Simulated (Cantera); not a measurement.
Source: NASA polynomial tables (part measured, part estimated), evaluated in Cantera. Values are per mole of reaction as written; species without (g) are pure solids or liquids, kept so even where they would boil at 1 bar.

7 TiOCl2(g) = Ti4O7 + 3 TiCl4 + 2 Cl(g)

| T (K) | ΔH° (kJ) | ΔS° (J/K) | ΔG° (kJ) | log10 K |
|---|---|---|---|---|
| 373 | -1741.6 | -918.7 | -1398.9 | 195.90 |
| 398 | -1736.8 | -906.2 | -1376.1 | 180.60 |
| 423 | -1731.9 | -894.4 | -1353.6 | 167.14 |
| 448 | (withheld) | (withheld) | (withheld) | (withheld) |
| 473 | -1722.1 | -872.5 | -1309.4 | 144.60 |
| 498 | -1717.1 | -862.2 | -1287.7 | 135.06 |
| 523 | (withheld) | (withheld) | (withheld) | (withheld) |
| 548 | -1707.0 | -843.0 | -1245.1 | 118.68 |

Fill in the missing entries.


- 448, ΔH° (kJ): -1727.0
- 448, ΔS° (J/K): -883.2
- 448, ΔG° (kJ): -1331.3
- 448, log10 K: 155.23
- 523, ΔH° (kJ): -1712.1
- 523, ΔS° (J/K): -852.4
- 523, ΔG° (kJ): -1266.3
- 523, log10 K: 126.47
